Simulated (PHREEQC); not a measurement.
Dissolve 0.046 mol/kgw KOH, 0.00011 mol/kgw Na2SiO3 and 0.059 mol/kgw (CH3)4NCl at 25 °C. Closed to the air; pH follows from the charge balance.

Model: ion-association model, phreeqc.dat, run in PHREEQC.

```json
[
 {"quantity": "pH", "before": "12.54", "after": "12.27"},
 {"quantity": "H3SiO4- (mol/kgw)", "before": "7.45e-5", "after": "4.50e-5"},
 {"quantity": "H2SiO4-2 (mol/kgw)", "before": "3.53e-5", "after": "9.87e-6"},
 {"quantity": "H4SiO4 (mol/kgw)", "before": "1.09e-7", "after": "1.33e-7"},
 {"quantity": "SI of Quartz (SiO2)", "before": "-2.97", "after": "-2.89"},
 {"quantity": "SI of Sylvite (KCl)", "before": "-3.70", "after": "-4.25"}
]
```

### Question
Which change was made?
A. diluted 2-fold with water
B. temperature from 25 to 15 °C
C. temperature from 25 to 80 °C
D. (CH3)4NCl from 0.059 to 0.118 mol/kgw

### Answer
A, diluted 2-fold with water

This is a speciation only: nothing precipitates in the calculation. (CH3)4N+ isn't in the database: it is added as a free cation with an ion size of 4 Å.
